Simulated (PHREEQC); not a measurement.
PHREEQC input (ion-association model, wateq4f.dat):

```
SOLUTION_MASTER_SPECIES
  An  An-  0  An  62.0  # stands for a non-complexing anion
SOLUTION_SPECIES
  An- = An-
    -log_k 0
    -gamma 3.0 0
PHASES
  Fix_H+
    H+ = H+
    -log_k 0
SOLUTION 1
  temp 25
  units mmol/kgw
  pH 7 charge
  Na 100
  An 100
END
SELECTED_OUTPUT 1
  -reset false
  -pH true
  -pe true
  -ionic_strength true
  -water true
  -totals Na
  -molalities Hfo_wOH Hfo_wOH2+ Hfo_wO- Hfo_sOH Hfo_sOH2+ Hfo_sO-
USER_PUNCH 1
  -headings sigma psi
  10 PUNCH EDL("sigma", "Hfo"), EDL("psi", "Hfo")
PRINT
  -reset false
USE solution 1
SURFACE 1
  Hfo_wOH 0.0105618 600 4.7
  Hfo_sOH 0.000264045
EQUILIBRIUM_PHASES 1
  Fix_H+ -4 HAn 10
    -force_equality true
  O2(g) -0.68 10
END
# ... the last block is repeated for the other 12 points of pH, with NaOH or the acid as the point needs
```

Selected output (columns that matter, 13 of 13 rows; pH added in front):

```
pH	mu	Na	m_Hfo_wOH	m_Hfo_wOH2+	m_Hfo_wO-	m_Hfo_sOH	m_Hfo_sOH2+	m_Hfo_sO-	sigma	psi
4	0.10483	0.1	0.001366	0.0091911	4.6509e-06	3.415e-05	0.00022978	1.1627e-07	0.3222	0.14565
4.67	0.10375	0.1	0.0032259	0.0073032	3.2643e-05	8.0648e-05	0.00018258	8.1608e-07	0.255	0.134
5.33	0.10261	0.1	0.0052401	0.0052007	0.00012095	0.000131	0.00013002	3.0238e-06	0.17816	0.11614
6	0.10164	0.1	0.0067692	0.003492	0.00030061	0.00016923	8.73e-05	7.5152e-06	0.11193	0.093316
6.67	0.10092	0.1	0.0076313	0.0023668	0.0005637	0.00019078	5.9169e-05	1.4092e-05	0.063239	0.066754
7.33	0.10043	0.1	0.0079986	0.0017022	0.00086101	0.00019996	4.2555e-05	2.1525e-05	0.029503	0.037386
8	0.10006	0.1	0.0081056	0.0012833	0.0011729	0.00020264	3.2082e-05	2.9322e-05	0.0038721	0.0053516
8.67	0.1003	0.1006	0.0080546	0.00096179	0.0015453	0.00020137	2.4045e-05	3.8632e-05	-0.020465	-0.027036
9.33	0.10077	0.10151	0.0077948	0.000661	0.0021058	0.00019487	1.6525e-05	5.2644e-05	-0.050673	-0.057286
10	0.1015	0.10288	0.0071199	0.00037924	0.0030622	0.000178	9.4811e-06	7.6554e-05	-0.094103	-0.084974
10.67	0.10287	0.10513	0.0058101	0.00016878	0.004582	0.00014525	4.2194e-06	0.00011455	-0.1548	-0.10903
11.33	0.10617	0.10954	0.0038857	5.223e-05	0.0066226	9.7143e-05	1.3057e-06	0.00016556	-0.23047	-0.12828
12	0.11779	0.12229	0.0017648	8.1201e-06	0.0087871	4.4121e-05	2.03e-07	0.00021968	-0.30796	-0.14037
```
